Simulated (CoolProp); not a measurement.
A simple Rankine cycle with R1336mzz(E): condensing at 308.15 K, boiler at 1.77 MPa, turbine inlet 396 K, turbine efficiency 0.6, pump efficiency 0.8, no recuperator. Each further row changes one setting.

Model: reference Helmholtz-energy equation of state, Akasaka 2023, in CoolProp.

| case | thermal efficiency (%) | net work (kJ/kg) | heat in (kJ/kg) | turbine exit temperature (K) | volume ratio over the turbine |
|---|---|---|---|---|---|
| as stated | 8.2 | 16.0 | 195 | 353.6 | 7.91 |
| condensing temperature 300.15 K | 9.1 | 18.6 | 205 | ? | 10.4 |
| boiler pressure 1.24 MPa | ? | ? | 205 | ? | ? |
| turbine efficiency 0.5 | 6.7 | 13.1 | 195 | 356.8 | 8.00 |

Task: Complete the blanks.

Result: 
- condensing temperature 300.15 K, turbine exit temperature (K): 349.6
- boiler pressure 1.24 MPa, thermal efficiency (%): 7.0
- boiler pressure 1.24 MPa, net work (kJ/kg): 14.4
- boiler pressure 1.24 MPa, turbine exit temperature (K): 366.0
- boiler pressure 1.24 MPa, volume ratio over the turbine: 4.99
